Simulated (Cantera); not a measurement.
A perfectly stirred reactor is fed with N₂O : H₂ : N₂ = 1 : 0.0071 : 3.2 (molar parts), at 113 Torr; it is held at 1450 K, and followed from long to short residence time.

Cantera simulation using GRI-Mech 3.0 (53 species, 325 reactions); the numbers are that mechanism's predictions, not measurements. GRI-Mech 3.0 was tuned for natural gas; its chemistry of N2O as a main component is partial and can be far from experiment. The temperature is held fixed by assumption; the heat of reaction is taken as removed at once.

Task: What does this change do: N2O 1 to 6.1 parts?

Result: 
```tsv
quantity	before	after
x(N₂O) at τ = 3.10 s	0.0161	0.0384
x(H₂) at τ = 3.10 s	2.43e-6	1.21e-6
x(HO₂) at τ = 3.10 s	2.60e-8	1.75e-8
x(NO) at τ = 3.10 s	0.0330	0.0814
x(O₂) at τ = 3.10 s	0.0818	0.191
x(N₂O) at τ = 0.120 s	0.146	0.380
x(H₂) at τ = 0.120 s	4.30e-5	2.32e-5
x(HO₂) at τ = 0.120 s	2.90e-7	1.95e-7
x(NO) at τ = 0.120 s	0.0161	0.0436
x(O₂) at τ = 0.120 s	0.0319	0.0815
```

Task: What does this change do: N2 3.2 to 2 parts?

Result: 
```csv
quantity,before,after
x(N₂O) at τ = 3.10 s,0.0161,0.0216
x(H₂) at τ = 3.10 s,2.43e-6,2.87e-6
x(HO₂) at τ = 3.10 s,2.60e-8,3.13e-8
x(NO) at τ = 3.10 s,0.0330,0.0446
x(O₂) at τ = 3.10 s,0.0818,0.110
x(N₂O) at τ = 0.120 s,0.146,0.201
x(H₂) at τ = 0.120 s,4.30e-5,5.28e-5
x(HO₂) at τ = 0.120 s,2.90e-7,3.50e-7
x(NO) at τ = 0.120 s,0.0161,0.0223
x(O₂) at τ = 0.120 s,0.0319,0.0440
```
